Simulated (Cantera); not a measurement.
Cantera run, input and output.

```python
import numpy as np
import cantera as ct

gas = ct.Solution("gri30.yaml")
gas.TPX = 1600, 590000, {'C2H4': 1, 'O2': 1.25, 'N2': 4.7, 'H2O': 0.81}
reactor = ct.IdealGasConstPressureReactor(gas, energy="on", clone=False)
net = ct.ReactorNet([reactor])
net.rtol, net.atol = 1e-08, 1e-16
show = ['C2H4', 'O2', 'H2O', 'CH3', 'H', 'O', 'CH4']
times = np.geomspace(9e-06, 1, 13)

steps = ct.SolutionArray(gas, extra=["t"])
rows = []
print(f"{'t/s':>10s}{'T/K':>9s}{'P/Pa':>11s}" + "".join(f"{s:>11s}" for s in show))
for t in times:
    while net.time < t:
        t_next = net.step()
        steps.append(gas.state, t=t_next)
    rows.append([np.interp(t, steps.t, y) for y in (steps.T, steps.P, *steps(*show).X.T)])
    print(f"{t:10.3e}{rows[-1][0]:9.1f}{rows[-1][1]:11.4g}" + "".join(f"{x:11.3e}" for x in rows[-1][2:]))
rate = np.gradient(steps.T, steps.t)
print("integrator steps:", len(steps.t))
if steps.T.max() > steps.T[0] + 200:
    print(f"time of steepest temperature rise: {steps.t[rate.argmax()]:.4e} s")
gas.TPX = 1600, 590000, {'C2H4': 1, 'O2': 1.25, 'N2': 4.7, 'H2O': 0.81}
gas.equilibrate("HP")
print(f"equilibrium (HP): T = {gas.T:.1f} K  " + "  ".join(f"{s} {gas[s].X[0]:.3e}" for s in show))
```

It prints:

```
       t/s      T/K       P/Pa       C2H4         O2        H2O        CH3          H          O        CH4
 9.000e-06   2665.2    5.9e+05  3.909e-05  1.323e-04  1.484e-01  1.383e-03  5.873e-03  3.191e-05  1.767e-03
 2.370e-05   2654.0    5.9e+05  7.538e-06  7.924e-06  1.254e-01  6.037e-04  6.232e-03  2.604e-05  8.877e-04
 6.240e-05   2640.2    5.9e+05  7.598e-08  7.633e-06  1.168e-01  3.691e-05  6.845e-03  2.809e-05  5.395e-05
 1.643e-04   2633.9    5.9e+05  5.995e-13  9.177e-06  1.160e-01  1.228e-09  7.558e-03  3.382e-05  1.642e-09
 4.327e-04   2634.4    5.9e+05  1.252e-15  9.369e-06  1.161e-01  4.538e-10  7.622e-03  3.447e-05  5.972e-10
 1.139e-03   2635.4    5.9e+05  1.193e-15  9.464e-06  1.162e-01  4.364e-10  7.645e-03  3.478e-05  5.724e-10
 3.000e-03   2635.8    5.9e+05  1.173e-15  9.509e-06  1.163e-01  4.308e-10  7.655e-03  3.492e-05  5.641e-10
 7.900e-03   2635.8    5.9e+05  1.171e-15  9.514e-06  1.163e-01  4.302e-10  7.656e-03  3.493e-05  5.633e-10
 2.080e-02   2635.8    5.9e+05  1.171e-15  9.514e-06  1.163e-01  4.302e-10  7.656e-03  3.493e-05  5.633e-10
 5.477e-02   2635.8    5.9e+05  1.171e-15  9.514e-06  1.163e-01  4.302e-10  7.656e-03  3.493e-05  5.633e-10
 1.442e-01   2635.8    5.9e+05  1.171e-15  9.514e-06  1.163e-01  4.302e-10  7.656e-03  3.493e-05  5.633e-10
 3.798e-01   2635.8    5.9e+05  1.171e-15  9.514e-06  1.163e-01  4.302e-10  7.656e-03  3.493e-05  5.633e-10
 1.000e+00   2635.8    5.9e+05  1.171e-15  9.514e-06  1.163e-01  4.302e-10  7.656e-03  3.493e-05  5.633e-10
integrator steps: 1523
time of steepest temperature rise: 3.3000e-06 s
equilibrium (HP): T = 2635.8 K  C2H4 1.293e-15  O2 9.514e-06  H2O 1.163e-01  CH3 4.816e-10  H 7.656e-03  O 3.493e-05  CH4 6.305e-10
```

Computed with Cantera and GRI-Mech 3.0 (53 species, 325 reactions). GRI-Mech 3.0 was tuned for natural gas; its chemistry of ethylene as a main component is partial and can be far from experiment.
